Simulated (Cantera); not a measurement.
Predominance diagram of Sr at 800 K against the partial pressures of O₂ and Cl₂ (log10, bar). Standard-state values (1 bar) from the NASA 1993 polynomials, evaluated with Cantera. Candidates: Sr(s), SrCl₂(s), SrO(s). Only these pure phases compete in this equilibrium. Not in the tables: the peroxide, oxide halides.

```
log p(Cl₂) \ log p(O₂)
        columns: -45, -42, -39, -36, -33, -30, -27, -24, -21, -18, -15, -12, -9, -6, -3, 0
      0  A A A A A A A A A A A A A A A A
   -2.6  A A A A A A A A A A A A A A A A
   -5.2  A A A A A A A A A A A A A A A A
   -7.9  A A A A A A A A A A A A A A A A
  -10.5  A A A A A A A A A A A A A A A A
  -13.1  A A A A A A A A A A A A A A A B
  -15.8  A A A A A A A A A A A A A B B B
  -18.4  A A A A A A A A A A A A B B B B
    -21  A A A A A A A A A A B B B B B B
```

A: SrCl₂(s); B: SrO(s).
